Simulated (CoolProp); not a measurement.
2000 sccm (0 °C, 1 atm) of nitrogen bubbles through liquid n-hexane at 318.9 K and leaves saturated at a total pressure of 0.15 MPa (ideal gas phase). Each further row changes one setting.

Model: reference Helmholtz-energy equation of state, Thol 2019, in CoolProp.

```
case                      vapour pressure (kPa)  mole fraction of vapour  delivery (mg/min)  delivery (sccm)  change of delivery for a bath 1 K warmer (%)
------------------------  ---------------------  -----------------------  -----------------  ---------------  --------------------------------------------
as stated                                  46.3                    0.309               3430              893                                             …
bath temperature 323.9 K                   55.5                    0.370                  …                …                                           5.9
total pressure 0.3 MPa                     46.3                    0.154               1400              365                                           4.5
```

Task: What belongs in the gaps?

Result: 
- as stated, change of delivery for a bath 1 K warmer (%): 5.5
- bath temperature 323.9 K, delivery (mg/min): 4520
- bath temperature 323.9 K, delivery (sccm): 1180
